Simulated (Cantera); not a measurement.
Cantera with NASA thermochemical tables; ideal gases at 1 bar, condensed phases pure. Values are per mole of reaction as written; species without (g) are pure solids or liquids, kept so even where they would boil at 1 bar.

Q: Between 398 and 898 K, where is each reaction favourable under standard conditions?
- 2 NbO₂ + H₂O(g) → Nb₂O₅ + 2 H(g)

A: 
- 2 NbO₂ + H₂O(g) → Nb₂O₅ + 2 H(g): ΔG° is 340 kJ at 398 K and 297 kJ at 898 K; it stays positive (K < 1). ΔH° is 380 kJ and ΔS° 93 J/K at 898 K.
